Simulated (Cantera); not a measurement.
Standard-state values (1 bar) from the NASA 1993 polynomials, evaluated with Cantera. Values are per mole of reaction as written; species without (g) are pure solids or liquids, kept so even where they would boil at 1 bar.

PbS(g) + 6 F(g) → Pb(g) + SF₆(g)

```tsv
T (K)	ΔH° (kJ)	ΔS° (J/K)	ΔG° (kJ)	log10 K
723	-1642.9	-760.0	-1093.4	78.99
798	-1643.0	-760.1	-1036.4	67.84
873	[?]	[?]	[?]	[?]
948	-1642.8	-759.9	-922.4	50.82
1023	-1642.4	-759.5	-865.4	44.19
1098	[?]	[?]	[?]	[?]
1173	-1641.4	-758.6	-751.6	33.47
1248	-1640.8	-758.1	-694.7	29.07
1323	[?]	[?]	[?]	[?]
1398	-1639.5	-757.1	-581.0	21.71
1473	[?]	[?]	[?]	[?]
```

Fill in the missing entries.


- 873, ΔH° (kJ): -1643.0
- 873, ΔS° (J/K): -760.1
- 873, ΔG° (kJ): -979.4
- 873, log10 K: 58.60
- 1098, ΔH° (kJ): -1642.0
- 1098, ΔS° (J/K): -759.1
- 1098, ΔG° (kJ): -808.5
- 1098, log10 K: 38.46
- 1323, ΔH° (kJ): -1640.2
- 1323, ΔS° (J/K): -757.6
- 1323, ΔG° (kJ): -637.8
- 1323, log10 K: 25.18
- 1473, ΔH° (kJ): -1638.6
- 1473, ΔS° (J/K): -756.5
- 1473, ΔG° (kJ): -524.3
- 1473, log10 K: 18.59
